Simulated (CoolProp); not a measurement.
CF4 (R14) at 298.15 K and 0.288 MPa is throttled through a valve to 0.184 MPa with no heat exchange. Each further row changes one setting.

The numbers come from the reference Helmholtz-energy equation of state, Platzer 1990 in CoolProp. This equation is an older, rougher fit.

```tsv
case	temperature change (K)	final density (kg/m³)
as stated	-0.6	6.59
outlet pressure 0.0552 MPa	-1.3	1.97
outlet pressure 0.239 MPa	-0.3	8.57
```
